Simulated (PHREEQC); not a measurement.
Solution (25 °C): 1.1 mmol/kgw KHF2. Closed to the air; pH follows from the charge balance.

The numbers come from PHREEQC with the ion-association model, phreeqc.dat.

This is a speciation only: nothing precipitates in the calculation.

Problem. Order these F species by the share of F that they hold, largest first: HF2-, HF, F-.

Solution. F- (66 %), HF (33 %), HF2- (0.37 %)

The pH is 3.46 and the ionic strength 0.00146 mol/kgw.
